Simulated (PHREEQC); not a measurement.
## Acid mine or pickling water (model solution)

Model water analysis in mg/L, 20 °C, pH 4.13, pe 9.8: Na 179; K 171; Ca 268; Mg 403; Cl 522; S(6) as SO4 2090; Mn(2) 7.65; Pb 143.

Valence states are taken as typed.

All values are PHREEQC results (ion-association model, wateq4f.dat), not measurements.

Precipitation was switched off in this run.

Problem. What ionic strength does the model give?

Solution. ionic strength 0.0726 mol/kgw.

Problem. In which forms is Mn present?

Solution. Mn+2 71 %, MnSO4 27 %, MnCl+ 1.8 % of the Mn.

The solution is supersaturated, for example in Anglesite, so a real one may precipitate; this is no full list. Species that the database lacks are ignored.
